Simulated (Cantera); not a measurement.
A Cantera script and its output.

```python
import numpy as np
import cantera as ct

gas = ct.Solution("gri30.yaml")
gas.TPX = 525, 100000, {'CH4': 1, 'H2': 0.45, 'O2': 2.47, 'N2': 9.3}
flame = ct.FreeFlame(gas, width=0.04)
flame.set_refine_criteria(ratio=3, slope=0.08, curve=0.16)
flame.transport_model = "mixture-averaged"
flame.solve(loglevel=0, auto=True)
z, T = flame.grid, flame.T
thick = (T[-1] - T[0]) / np.gradient(T, z).max()
show = ['CH4', 'H2', 'O2', 'HCN', 'OH', 'C2H4']
print(f"laminar burning velocity  {flame.velocity[0] * 100:.3f} cm/s")
print(f"burnt temperature         {T[-1]:.1f} K")
print(f"thermal thickness         {thick * 1e3:.4f} mm")
print(f"grid points               {len(z)}")
z0 = z[flame.heat_release_rate.argmax()]
print(f"{'z/mm':>9s}{'T/K':>9s}{'u/(m/s)':>9s}" + "".join(f"{s:>11s}" for s in show))
rows = []
for k in (-3, -2, -1.5, -1, -0.5, -0.25, 0, 0.25, 0.5, 1, 2, 4, 8):
    zz = z0 + k * thick
    rows.append([k * thick, np.interp(zz, z, T), np.interp(zz, z, flame.velocity),
                 *(np.interp(zz, z, flame.X[gas.species_index(s)]) for s in show)])
    print(f"{rows[-1][0] * 1e3:9.3f}{rows[-1][1]:9.1f}{rows[-1][2]:9.3f}" + "".join(f"{x:11.3e}" for x in rows[-1][3:]))
```

Output:

```
laminar burning velocity  118.580 cm/s
burnt temperature         2284.0 K
thermal thickness         0.3293 mm
grid points               144
     z/mm      T/K  u/(m/s)        CH4         H2         O2        HCN         OH       C2H4
   -0.988    525.1    1.186  7.565e-02  3.385e-02  1.869e-01  3.337e-12  2.397e-12  1.340e-09
   -0.659    525.9    1.187  7.565e-02  3.343e-02  1.869e-01  6.321e-11  2.426e-10  2.547e-08
   -0.494    530.4    1.197  7.547e-02  3.280e-02  1.868e-01  6.287e-10  1.149e-08  2.526e-07
   -0.329    565.7    1.276  7.379e-02  3.141e-02  1.851e-01  9.099e-09  8.091e-07  3.646e-06
   -0.165    880.6    1.998  5.746e-02  2.872e-02  1.628e-01  1.965e-07  5.824e-05  7.489e-05
   -0.082   1272.6    2.909  3.417e-02  2.695e-02  1.270e-01  6.321e-07  4.105e-04  2.072e-04
    0.000   1663.7    3.831  9.219e-03  2.283e-02  8.043e-02  1.463e-06  2.639e-03  1.716e-04
    0.082   1835.8    4.231  8.161e-04  1.604e-02  5.115e-02  1.384e-06  6.879e-03  1.245e-05
    0.165   1889.0    4.340  3.868e-05  1.252e-02  4.045e-02  5.863e-07  9.160e-03  2.302e-07
    0.329   1950.4    4.455  1.236e-07  1.127e-02  3.453e-02  7.623e-08  1.014e-02  1.426e-10
    0.659   2028.4    4.607  5.157e-12  1.010e-02  3.098e-02  1.618e-09  1.013e-02  7.371e-16
    1.317   2112.9    4.774  5.476e-17  7.920e-03  2.806e-02  5.781e-12  9.336e-03  5.634e-23
    2.634   2189.1    4.922  1.516e-17  5.557e-03  2.533e-02  1.623e-12  7.991e-03  8.649e-27
```

Computed with Cantera and GRI-Mech 3.0 (53 species, 325 reactions). Burning velocities carry a grid error of a few per cent, more on coarse grids.
